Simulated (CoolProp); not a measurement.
Properties of normal hydrogen along the isotherm 36.2 K (Tc = 33.1 K, pc = 1.296 MPa, ω = -0.219).

Computed with CoolProp (reference Helmholtz-energy equation of state, Leachman 2009).

```tsv
p (MPa)	phase	density (kg/m³)	expansivity (1/kK)	conductivity (mW/(m K))
0.81	gas	6.638	48.05	35.3
1.62	supercritical	20.33	179.9	56.1
2.43	supercritical	44.81	…	…
3.24	supercritical	51.48	48.87	…
4.05	supercritical	…	34.72	101
4.86	supercritical	57.79	…	105
5.67	supercritical	59.87	23.49	…
6.48	supercritical	61.61	…	111
```

**Question.** What belongs in the gaps?

**Answer.** 
- 2.43, expansivity (1/kK): 97.58
- 2.43, conductivity (mW/(m K)): 87.0
- 3.24, conductivity (mW/(m K)): 95.4
- 4.05, density (kg/m³): 55.16
- 4.86, expansivity (1/kK): 27.74
- 5.67, conductivity (mW/(m K)): 108
- 6.48, expansivity (1/kK): 20.58

Thermal conductivity comes from a separate model (Assael 2011).
